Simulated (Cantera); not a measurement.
**(CH₃)₂SiCl₂ + C₂H₄ + H₂ (silicon carbide growth)**

Input: 1 mol (CH₃)₂SiCl₂, 0.38 mol C₂H₄, 7.7 mol H₂, at 3.20 mbar.

These are equilibrium values from Cantera (NASA tables, ideal gas, pure condensed phases), not measurements of a reactor. Candidate condensed phases: C, C₆H₆, C₇H₈, C₈H₁₈, Si, SiC; 109 gas species. The feed counts by its element totals alone. The tables' values for SiCl, SiCl₃ are old estimates; treat these amounts as uncertain. Gases not in the tables: Si₂H₆ and higher silanes. Rates play no part.

```csv
T (K),x H₂,x H,x HCl,x Si,x Cl,x SiC₂,n C(graphite),n SiC(s)
1475,0.840,0.000210,0.159,1.19e-8,3.23e-5,1.67e-11,1.77,0.992
1550,0.840,0.000510,0.159,9.14e-8,7.69e-5,2.41e-10,1.77,0.989
1625,0.840,0.00114,0.158,5.82e-7,0.000169,2.72e-9,1.77,0.985
1700,0.839,0.00239,0.157,3.15e-6,0.000347,2.47e-8,1.78,0.980
1775,0.837,0.00468,0.155,1.47e-5,0.000668,1.85e-7,1.78,0.975
1850,0.834,0.00870,0.154,6.06e-5,0.00122,1.17e-6,1.79,0.968
1925,0.828,0.0154,0.151,0.000223,0.00211,6.43e-6,1.79,0.958
2000,0.818,0.0260,0.147,0.000746,0.00349,3.09e-5,1.80,0.942
2075,0.802,0.0422,0.142,0.00228,0.00552,0.000132,1.82,0.909
2150,0.776,0.0657,0.135,0.00644,0.00838,0.000509,1.87,0.830
2225,0.736,0.0982,0.125,0.0169,0.0121,0.00179,2.01,0.628
2300,0.670,0.140,0.111,0.0418,0.0167,0.00577,2.36,0.101
2375,0.611,0.195,0.103,0.0478,0.0234,0.00847,2.35,0
2450,0.547,0.263,0.0920,0.0470,0.0314,0.0105,2.25,0
```
x: gas mole fraction; n: condensed amount in mol.

From 1475 K to 2300 K the condensed part is C(graphite) + SiC(s). From 2375 K to 2450 K the condensed part is C(graphite). The main Si-bearing gas is SiCl₂ at 1475 K and Si at 2450 K.
